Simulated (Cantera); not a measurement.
## Gas-phase reforming

An isothermal, constant-pressure homogeneous reactor starts with CH₄ : H₂O : H₂ = 1 : 3.5 : 0.23 (molar parts), at 1300 K and 100000 Pa.

Detailed kinetics in Cantera: GRI-Mech 3.0 (53 species, 325 reactions).

```tsv
t (s)	x CH₄	x H₂O	x H₂	x C₂H₆	x OH
0.000600	0.211	0.740	0.0486	4.08e-8	4.31e-9
0.00165	0.211	0.740	0.0486	6.22e-7	9.29e-9
0.00452	0.211	0.740	0.0486	4.39e-6	1.21e-8
0.0124	0.211	0.740	0.0486	1.57e-5	1.30e-8
0.0340	0.211	0.740	0.0487	4.35e-5	1.48e-8
0.0933	0.211	0.740	0.0488	9.67e-5	1.78e-8
0.256	0.211	0.740	0.0493	0.000143	2.00e-8
0.703	0.209	0.739	0.0508	0.000148	2.03e-8
1.93	0.205	0.737	0.0556	0.000139	2.01e-8
5.29	0.194	0.730	0.0683	0.000119	1.97e-8
14.5	0.170	0.715	0.0970	9.16e-5	1.93e-8
39.8	0.133	0.685	0.147	8.74e-5	2.11e-8
109	0.118	0.642	0.192	9.44e-5	2.11e-8
300	0.115	0.589	0.238	7.20e-5	1.73e-8
```
x: mole fraction; the columns are a selection and need not sum to one.

Equilibrium at this temperature and pressure: CH₄ 3.22e-6, H₂O 0.332, H₂ 0.519, C₂H₆ <1e-12, OH 6.70e-9 (gas phase only).
